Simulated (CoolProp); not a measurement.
Vapour-liquid equilibrium of R114 (1) + n-heptane (2) at 276 kPa; x and y are mole fractions of (1).

Model: multi-fluid Helmholtz-energy mixture model, Platzer 1990 and Span 2003; pair parameters Bell 2016, in CoolProp. This equation is an older, rougher fit; its heat capacities, sound speeds and derivatives of the liquid may be far off and weren't checked against measurements.

```tsv
x	bubble temperature (°C)	y at the bubble point	dew temperature at overall composition x (°C)	liquid density (mol/L)
0.05	117.6	0.381	134.4	5.988
0.2	79.3	0.818	127.4	6.540
0.35	61.0	0.918	119.4	6.927
0.5	51.0	0.953	110.0	7.253
0.65	44.6	0.971	98.2	7.564
0.8	39.5	0.984	81.9	7.885
0.95	34.7	0.996	51.8	8.236
```

No azeotrope shows between x = 0.05 and 0.95.

Pair parameters are fitted to limited data, so mixtures are less certain than the pure fluids.
